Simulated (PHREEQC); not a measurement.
1 kg of water holding 0.011 mol/kgw Na2SO4 and 0.6 mol/kgw MgSO4 is evaporated at 20 °C; the solids stay in contact with the brine. No CO2 enters from the air. Only these solids could form: Bloedite, Brucite, Epsomite, Hexahydrite, Kieserite, Mirabilite, Thenardite.

The series has 13 steps of water left (kg), from 1 to 0.02954.

Equilibrium calculation in PHREEQC: Pitzer model, pitzer.dat.

Problem. Which solids form, in which order, and at which step of the series does each first stand?

Solution. Epsomite from water left = 0.205 kg.
